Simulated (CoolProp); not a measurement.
Cyclopentane at 471.55 K and 3.86 MPa flows at 18 m/s in a round tube of 10 mm bore and 0.25 µm roughness, fully developed (64/Re and Nu = 3.66 if laminar; Colebrook and Gnielinski if turbulent). Each further row changes one setting.

Values from CoolProp's reference Helmholtz-energy equation of state, Gedanitz 2015.

```
case             Reynolds number  Darcy friction factor  pressure drop (Pa/m)  heat-transfer coefficient (W/(m² K))  mass flow (kg/h)
---------------  ---------------  ---------------------  --------------------  ------------------------------------  ----------------
as stated                1180000                 0.0119                101000                                 26400              2650
velocity 36 m/s          2360000                 0.0110                371000                                 49500              5310
diameter 20 mm           2360000                 0.0106                 44700                                 24000             10600
```

Viscosity comes from a separate model (Chung 1988), a generic estimate that can be far off for the liquid and wasn't checked against measurements. Thermal conductivity comes from a separate model (Vassiliou 2015).
